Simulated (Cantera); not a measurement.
A closed system holds: 1 mol FeS₂, 5.4 mol H₂, 0.6 mol H₂O, at 2223 K and 1.20 mbar.

These are equilibrium values from Cantera (NASA tables, ideal gas, pure condensed phases), not measurements of a reactor. Candidate condensed phases: Fe, FeO, Fe(OH)₂, Fe(OH)₃, FeS, FeSO₄, FeS₂, Fe₂O₃, Fe₂(SO₄)₃, Fe₃O₄, H₂O, H₂SO₄, S; 22 gas species. Rates play no part.

Base state: H₂ 0.545, H 0.137, Fe 0.110, S 0.0757, S₂ 0.0490, H₂O 0.0354, SO 0.0243, SH 0.0182 (mole fractions); condensed: gas only.

Problem. What changes in the equilibrium state with this change: temperature from 2223 K to 1925 K?

Solution. 
```tsv
species	before	after
H₂	0.545	0.650
Fe	0.110	0.122
S₂	0.0490	0.0975
H	0.137	0.0222
S	0.0757	0.0172
SO	0.0243	0.00968
H₂O	0.0354	0.0593
SH	0.0182	0.0151
O	0.000222	4.48e-6
OH	0.00128	0.000175
H₂S	0.00143	0.00513
```

Problem. What changes in the equilibrium state with this change: H₂O from 0.6 to 5 mol?

Solution. 
| species | before | after |
|---|---|---|
| H₂ | 0.545 | 0.455 |
| H₂O | 0.0354 | 0.205 |
| H | 0.137 | 0.125 |
| S | 0.0757 | 0.0261 |
| SO₂ | 0.00227 | 0.0379 |
| S₂ | 0.0490 | 0.00584 |
| SH | 0.0182 | 0.00575 |
| SO | 0.0243 | 0.0585 |
| Fe | 0.110 | 0.0692 |
| O₂ | 6.06e-6 | 0.000294 |
| O | 0.000222 | 0.00155 |

Problem. What changes in the equilibrium state with this change: H₂O from 0.6 to 0.12 mol?

Solution. 
| species | before | after |
|---|---|---|
| H₂ | 0.545 | 0.561 |
| H | 0.137 | 0.139 |
| Fe | 0.110 | 0.118 |
| H₂O | 0.0354 | 0.00774 |
| SO | 0.0243 | 0.00579 |
| S₂ | 0.0490 | 0.0613 |
| SH | 0.0182 | 0.0207 |
| S | 0.0757 | 0.0847 |
| SO₂ | 0.00227 | 0.000115 |
| O | 0.000222 | 4.72e-5 |
